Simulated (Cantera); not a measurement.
Charge: 1 mol borazine, 6.5 mol O2, 24 mol H2, equilibrated at 1100 °C.

Equilibrium computed with Cantera from the NASA thermochemical tables; the gas is ideal and each condensed phase is pure. Candidate condensed phases: B, BN, B2O3, B3O3H3, H2O; 39 gas species. The feed counts by its element totals alone. Rates play no part.

Question: At 0.000100 bar, list the 5 most abundant gas species with their mole fractions, and the condensed phases.

Answer: H2 0.616, H2O 0.234, HBO2 0.0979, N2 0.0500, B2O3 0.00103. Condensed: gas only.
